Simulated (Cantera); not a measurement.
# NO annealing gas

A perfectly stirred reactor is fed with 61.3 % NO, 38.7 % N₂, at 110000 Pa; it is held at 1975 K, and followed from long to short residence time.

Detailed kinetics in Cantera: GRI-Mech 3.0 (53 species, 325 reactions).

```tsv
τ (s)	x NO	x O₂	x N₂	x NO₂	x O
0.65	0.338	0.137	0.524	0.000521	0.000201
0.31	0.431	0.0905	0.477	0.000547	0.000167
0.14	0.511	0.0509	0.438	0.000502	0.000131
0.068	0.558	0.0274	0.414	0.000427	0.000104
0.032	0.586	0.0134	0.400	0.000353	8.31e-5
0.015	0.600	0.00631	0.393	0.000299	6.99e-5
0.0072	0.607	0.00294	0.390	0.000264	6.18e-5
0.0034	0.610	0.00128	0.388	0.000237	5.59e-5
0.0016	0.612	0.000505	0.387	0.000207	4.96e-5
0.00076	0.613	0.000170	0.387	0.000167	4.11e-5
```
x: mole fraction; the columns are a selection and need not sum to one.
